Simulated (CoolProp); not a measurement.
The fluid at 293.15 K and 0.493 MPa flows at 0.1 m/s in a round tube of 10 mm bore and 45 µm roughness, fully developed (64/Re and Nu = 3.66 if laminar; Colebrook and Gnielinski if turbulent). The same conditions are run with several fluids, on thermodynamics alone (safety and materials aside).

Computed with CoolProp (reference Helmholtz-energy equation of state of each fluid (ammonia: Gao 2020; oxygen: Schmidt 1985; propane: Lemmon 2009; ethane: Bücker 2006; R143a: Lemmon and Jacobsen 2000)).

| fluid | Reynolds number | Darcy friction factor | pressure drop (Pa/m) | heat-transfer coefficient (W/(m² K)) | mass flow (kg/h) |
|---|---|---|---|---|---|
| ammonia | ___ | ___ | 0.313 | 9.15 | ___ |
| oxygen | 319 | 0.201 | 0.651 | 9.56 | 0.184 |
| propane | 1220 | 0.0524 | 0.256 | 6.56 | ___ |
| ethane | 681 | 0.0940 | 0.298 | 7.60 | ___ |
| R143a | 1700 | ___ | 0.352 | ___ | ___ |

Q: What belongs in the gaps?

A: 
- ammonia, Reynolds number: 373
- ammonia, Darcy friction factor: 0.171
- ammonia, mass flow (kg/h): 0.103
- propane, mass flow (kg/h): 0.277
- ethane, mass flow (kg/h): 0.179
- R143a, Darcy friction factor: 0.0376
- R143a, heat-transfer coefficient (W/(m² K)): 5.38
- R143a, mass flow (kg/h): 0.530

Transport values come from each fluid's own correlations; those of R143a are estimates that may be off by 10 % or more.
